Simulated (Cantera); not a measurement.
**Stirred combustor or abatement burner**

A perfectly stirred reactor is fed with 9.63 % CH₄, 1.93 % C₂H₆, 18.6 % O₂, 69.8 % N₂, at 500000 Pa; it is adiabatic with a 450 K inlet, and is followed from long to short residence time, starting on the burning branch (τ in s: 0.058, 0.023, 0.0088, 0.0034, 0.0013, 0.00052, 0.0002, 7.9e-05, 3.1e-05, 1.2e-05, 4.7e-06).

Cantera simulation using GRI-Mech 3.0 (53 species, 325 reactions); the numbers are that mechanism's predictions, not measurements.

```
τ (s)    T (K)     x CH₄   x C₂H₆      x O₂     x HCN      x OH    x CH₂O
-------  -----  --------  -------  --------  --------  --------  --------
0.058     2102  0.000314  1.81e-7   8.30e-5   1.76e-5  0.000157   1.97e-6
0.023     2102  0.000620  5.10e-7  0.000194   3.88e-5  0.000171   4.34e-6
0.0088    2102   0.00111  1.48e-6  0.000455   6.90e-5  0.000195   9.31e-6
0.0034    2098   0.00174  4.05e-6   0.00101   9.51e-5  0.000234   1.86e-5
0.0013    2087   0.00246  1.08e-5   0.00219  0.000106  0.000291   3.58e-5
0.00052   2062   0.00337  2.80e-5   0.00451   9.27e-5  0.000354   6.59e-5
0.00020   1992   0.00554  9.95e-5    0.0110   4.51e-5  0.000365  0.000138
7.9e-5     450    0.0963   0.0193     0.186    <1e-12    <1e-12    <1e-12
3.1e-5     450    0.0963   0.0193     0.186    <1e-12    <1e-12    <1e-12
1.2e-5     450    0.0963   0.0193     0.186    <1e-12    <1e-12    <1e-12
4.7e-6     450    0.0963   0.0193     0.186    <1e-12    <1e-12    <1e-12
```
x: mole fraction; the columns are a selection and need not sum to one.
